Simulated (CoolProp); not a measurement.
Values from CoolProp's reference Helmholtz-energy equation of state, Beckmüller 2019.

Task: For n-octane, give the phase and the density (kg/m³), isothermal compressibility (1/MPa), expansivity (1/kK), viscosity (µPa s) at 41.35 °C and 25.8 bar; 85.75 °C and 25.8 bar.

Result: 
- 41.35 °C and 25.8 bar: liquid; density 688, isothermal compressibility 0.00143, expansivity 1.17, viscosity 436
- 85.75 °C and 25.8 bar: liquid; density 651, isothermal compressibility 0.00207, expansivity 1.30, viscosity 285

Viscosity comes from a separate model (Huber 2004).
